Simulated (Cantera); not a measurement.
A perfectly stirred reactor is fed with NH₃ : H₂ = 1 : 0.9 (molar parts), at 72000 Pa; it is held at 1975 K, and followed from long to short residence time.

Computed with Cantera and the gas-phase N/H chemistry of the illustrative SiF4/NH3 mechanism in the Surface Chemkin manual (1991). Walls and surfaces, which speed up NH3 decomposition in real reactors, are not modelled.

One state of this run: x NH₃ = 0.165; x H₂ = 0.716; x NH₂ = 0.000326; x N = 5.63e-7; x NH = 7.54e-6; x N₂H₄ = 4.34e-8; x H = 0.000489. x: mole fraction; the columns are a selection and need not sum to one.

Question: Which value of τ (s) does it belong to?
A) 0.14
B) 0.072
C) 0.036
D) 0.0091

Answer: A, 0.14
